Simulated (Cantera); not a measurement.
Charge: 1 mol SiHCl₃, 0.0094 mol Cl₂, 4.6 mol H₂, held at 1650 K and 1 atm.

These are equilibrium values from Cantera (NASA tables, ideal gas, pure condensed phases), not measurements of a reactor. Candidate condensed phases: Si; 19 gas species. The tables' values for SiCl₃, SiCl are old estimates; treat these amounts as uncertain. The numbers say what is thermodynamically allowed, not how fast it happens.

Base state: H₂ 0.713, HCl 0.146, SiCl₂ 0.106, SiCl₃ 0.0193, SiCl₄ 0.00765, SiHCl₃ 0.00627, SiH₂Cl₂ 0.000878, H 7.62e-5 (mole fractions); condensed: Si(s).

What changes in the equilibrium state with this change: H₂ from 4.6 to 170 mol?


| species | before | after |
|---|---|---|
| H₂ | 0.713 | 0.983 |
| HCl | 0.146 | 0.0157 |
| SiCl₂ | 0.106 | 0.000889 |
| SiCl₃ | 0.0193 | 1.47e-5 |
| SiCl₄ | 0.00765 | 5.34e-7 |
| SiHCl₃ | 0.00627 | 5.62e-6 |
| Si(s), mol | 0.0934 | 0.839 |
The tables' values for SiCl₃ are old estimates; treat these amounts as uncertain.

What changes in the equilibrium state with this change: H₂ from 4.6 to 18 mol?


| species | before | after |
|---|---|---|
| H₂ | 0.713 | 0.885 |
| HCl | 0.146 | 0.0829 |
| SiCl₂ | 0.106 | 0.0276 |
| SiCl₃ | 0.0193 | 0.00255 |
| SiCl₄ | 0.00765 | 0.000516 |
| SiHCl₃ | 0.00627 | 0.000925 |
| SiH₂Cl₂ | 0.000878 | 0.000283 |
| SiCl | 1.05e-5 | 5.36e-6 |
| Si(s), mol | 0.0934 | 0.362 |
The tables' values for SiCl₃ are old estimates; treat these amounts as uncertain.

What changes in the equilibrium state with this change: H₂ from 4.6 to 180 mol?


| species | before | after |
|---|---|---|
| H₂ | 0.713 | 0.984 |
| HCl | 0.146 | 0.0149 |
| SiCl₂ | 0.106 | 0.000802 |
| SiCl₃ | 0.0193 | 1.26e-5 |
| SiCl₄ | 0.00765 | 4.35e-7 |
| SiHCl₃ | 0.00627 | 4.82e-6 |
| SiH₂Cl₂ | 0.000878 | 9.13e-6 |
| Si(s), mol | 0.0934 | 0.846 |
The tables' values for SiCl₃ are old estimates; treat these amounts as uncertain.
